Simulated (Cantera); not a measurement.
Cantera run:

```python
import numpy as np
import cantera as ct

gas_names = [...]  # 77 gases of nasa_gas.yaml made of C, H, Ti
cond_names = """
    C(gr) C6H6(L) C7H8(L) C8H18(L),n-octa Ti(a) Ti(b) Ti(L) TiC(s) TiC(L)
""".split()


# ... load() reads the species with a 1 bar reference pressure and builds the phases ...
atoms = {
    'Ti': {'Ti': 1},
    'CH4': {'C': 1, 'H': 4},
    'H2': {'H': 2},
}
top_T = {'C(gr)': 4500}  # K; cautious upper limits of use, not melting points


# ... equilibrate(T, P, feed) seeds the gas with the atoms and calls Mixture.equilibrate('TP', solver="vcs", rtol=1e-11, max_steps=5000) ...
results = []
feed = {'Ti': 1, 'CH4': 0.81, 'H2': 360}  # mol
P = 10000  # Pa
for T in [1175, 1275, 1375, 1475, 1575, 1675, 1775, 1875, 1975, 2075, 2175]:
    mix = equilibrate(T, P, feed)
    results.append((T, P, feed, dict(zip(mix.species_names, mix.species_moles))))

top = {s: max(r[3][s] / sum(r[3][g] for g in gas_names) for r in results) for s in gas_names}
cols = sorted((s for s in top if top[s] > 1e-05), key=lambda s: -top[s])[:5]
seen = [c for c in cond_names if any(r[3].get(c, 0) > 1e-12 for r in results)]
print("log10 of partial pressures in bar; condensed amounts in mol")
print(f"{'T/K':>10s}" + "".join(f"{s[:9]:>10s}" for s in cols + seen))
for T, P, feed, n in results:
    ng = sum(n[g] for g in gas_names)
    print(f"{T:10.4g}" + "".join(f"{np.log10(max(n[s] / ng * P / 1e5, 1e-99)):10.3f}" for s in cols)
          + "".join(f"{n.get(c, 0):10.4g}" for c in seen))
```

It prints:

```
log10 of partial pressures in bar; condensed amounts in mol
       T/K        H2         H        Ti     Ti(b)     Ti(L)    TiC(s)
      1175    -1.000    -7.412   -13.410      0.19         0      0.81
      1275    -1.000    -6.632   -11.799      0.19         0      0.81
      1375    -1.000    -5.965   -10.425      0.19         0      0.81
      1475    -1.000    -5.387    -9.239      0.19         0      0.81
      1575    -1.000    -4.881    -8.206      0.19         0      0.81
      1675    -1.000    -4.435    -7.299    0.1898         0      0.81
      1775    -1.000    -4.039    -6.497    0.1888         0      0.81
      1875    -1.001    -3.684    -5.782     0.184         0      0.81
      1975    -1.002    -3.365    -5.148         0    0.1642      0.81
      2075    -1.004    -3.076    -4.590         0   0.09671      0.81
      2175    -1.007    -2.815    -4.283         0         0      0.81
```

Equilibrium computed with Cantera from the NASA thermochemical tables; the gas is ideal and each condensed phase is pure. Mutual solubility and eutectic melting of coexisting phases are not modelled. TiC: taken at fixed stoichiometry. Condensed phases not in the tables: N, O or C dissolved in the metal.
